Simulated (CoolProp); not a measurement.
The fluid at 298.15 K and 1.01 MPa flows at 17 m/s in a round tube of 20 mm bore and 1.5 µm roughness, fully developed (64/Re and Nu = 3.66 if laminar; Colebrook and Gnielinski if turbulent). The same conditions are run with several fluids, on thermodynamics alone (safety and materials aside).

Computed with CoolProp (reference Helmholtz-energy equation of state of each fluid (CH2F2 (R32): Tillner-Roth 1997; normal hydrogen: Leachman 2009; C2F6 (R116): Lemmon 2006; ethane: Bücker 2006; CF4 (R14): Platzer 1990)). The equations of Platzer and Polt are older, rougher fits.

Problem. Rank CH2F2 (R32), normal hydrogen, C2F6 (R116), ethane, CF4 (R14) by Reynolds number, highest first.

Solution. C2F6 (R116) (1510000), CF4 (R14) (714000), CH2F2 (R32) (619000), ethane (471000), normal hydrogen (31200)

| fluid | Darcy friction factor | pressure drop (Pa/m) | heat-transfer coefficient (W/(m² K)) | mass flow (kg/h) |
|---|---|---|---|---|
| CH2F2 (R32) | 0.0138 | 2440 | 804 | 471 |
| normal hydrogen | 0.0235 | 139 | 668 | 15.7 |
| C2F6 (R116) | 0.0126 | 5770 | 1530 | 1220 |
| ethane | 0.0143 | 1370 | 814 | 256 |
| CF4 (R14) | 0.0135 | 3640 | 836 | 716 |

Transport values come from each fluid's own correlations; those of CH2F2 (R32), C2F6 (R116), CF4 (R14) are estimates that may be off by 10 % or more.
